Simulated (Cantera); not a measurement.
Feed: 1 mol Nb, 9.7 mol H2O.

Method: chemical equilibrium by Gibbs-energy minimisation in Cantera with the NASA 1993 tables (ideal gas, pure condensed phases). Candidate condensed phases: H2O, Nb, NbO, NbO2, Nb2O5; 12 gas species. Condensed phases not in the tables: the oxides between NbO2 and Nb2O5. Kinetics and transport are ignored.

Stable condensed phases, one row left out:

```
T in K \ P in Pa
            0.10     1.5      22     320    4600   68000 1000000
   2650        A       A       A       A       B       B       B
   2550        A       A       A       A       B       B       B
   2450        A       A       A       A       B       B       B
   2350        A       A       A       B       B       B       B
   2250        A       A       A       B       B       B       B
   2150        A       A       B       B       B       B       B
   1950        A       B       B       B       B       B       B
   1850        A       B       B       B       B       B       B
   1750        B       B       B       B       B       B       B
```

A: gas only; B: Nb2O5.

Task: Give the row for 2050 K.

Result: 0.10: gas only; 1.5: gas only; 22: Nb2O5; 320: Nb2O5; 4600: Nb2O5; 68000: Nb2O5; 1000000: Nb2O5.
